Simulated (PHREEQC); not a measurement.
A column of 0.5 m (40 cells, dispersivity 0.018 m, 300 s a shift, diffusion coefficient 3e-10 m²/s) holds 0.012 eq of the database's cation exchanger X per kg of pore water, first in equilibrium with 7.5 mmol/kgw NaCl, 0.84 mmol/kgw CaCl2 and 0.01 mmol/kgw HCl. It is flushed with 0.66 mmol/kgw MgSO4, 1.4 mmol/kgw CdCl2, 29 mmol/kgw KBr and 0.01 mmol/kgw HCl, at 25 °C. Values are for the last cell. CO2 from the air is kept out. Precipitation was switched off in this run.

The series has 31 steps of pore volumes, from 0 to 3.013.

Equilibrium calculation in PHREEQC: ion-association model, phreeqc.dat.

Problem. After how many pore volumes does Br at the outlet first reach half of its feed value?

Solution. By 1.0 pore volumes.

Problem. After how many pore volumes does K at the outlet first reach half of its feed value?

Solution. By 1.3 pore volumes.

Problem. After how many pore volumes does Cd at the outlet first reach half of its feed value?

Solution. By 1.2 pore volumes.
